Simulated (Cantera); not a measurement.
Feed: 1 mol SiH4, a varied amount of O3, equilibrated at 1998.15 K and 0.975 Torr.

Method: chemical equilibrium by Gibbs-energy minimisation in Cantera with the NASA 1993 tables (ideal gas, pure condensed phases). Candidate condensed phases: H2O, Si, SiO2; 18 gas species. The tables hold silica as quartz up to 1696 K and as liquid above; real silica turns to tridymite and cristobalite and melts near 1996 K. Gases not in the tables: Si2H6 and higher silanes. Kinetics and transport are ignored.

### Question
Which condensed phases are stable at each of these points (n(O3) (mol)): 0.093, 0.15, 0.24, 0.38, 0.61, 0.98, 1.6, 2.5, 4.1, 6.5?

### Answer
| n(O3) (mol) | condensed phases | Si condensed (%) |
|---|---|---|
| 0.093 | Si(l) | 63.8 |
| 0.15 | Si(l) | 46.1 |
| 0.24 | Si(l) | 18.1 |
| 0.38 | gas only | 0.0 |
| 0.61 | SiO2(l) | 43.7 |
| 0.98 | SiO2(l) | 89.6 |
| 1.6 | SiO2(l) | 99.7 |
| 2.5 | SiO2(l) | 99.7 |
| 4.1 | SiO2(l) | 99.6 |
| 6.5 | SiO2(l) | 99.3 |

From 0.093 mol O3 to 0.24 mol O3 the condensed part is Si(l). At 0.38 mol O3 nothing is condensed. From 0.61 mol O3 to 6.5 mol O3 the condensed part is SiO2(l).
